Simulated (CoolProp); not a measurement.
Vapour-liquid equilibrium of CHF3 (R23) (1) + propane (2) at 10.7 bar; x and y are mole fractions of (1).

Model: multi-fluid Helmholtz-energy mixture model, Penoncello 2003 and Lemmon 2009; pair parameters Bell 2016, in CoolProp.

| x | bubble temperature (°C) | y at the bubble point | dew temperature at overall composition x (°C) | liquid density (mol/L) |
|---|---|---|---|---|
| 0.05 | 11.8 | 0.351 | 27.3 | 11.67 |
| 0.15 | -9.9 | 0.666 | 22.4 | 12.57 |
| 0.25 | -19.2 | 0.765 | 17.3 | 13.10 |
| 0.35 | -23.1 | 0.803 | 11.8 | 13.49 |
| 0.45 | -24.9 | 0.821 | 5.8 | 13.85 |
| 0.55 | -25.8 | 0.832 | -0.8 | 14.23 |
| 0.65 | -26.6 | 0.844 | -8.5 | 14.68 |
| 0.75 | -27.4 | 0.861 | -17.6 | 15.24 |
| 0.85 | -28.1 | 0.890 | -26.9 | 15.95 |
| 0.95 | -28.4 | 0.949 | -28.4 | 16.82 |

y crosses x between x = 0.85 and 0.95: the model has an azeotrope there.

Pair parameters are fitted to limited data, so mixtures are less certain than the pure fluids. With so large a gap from Raoult's law the liquid may split in two, which this calculation doesn't test in full.
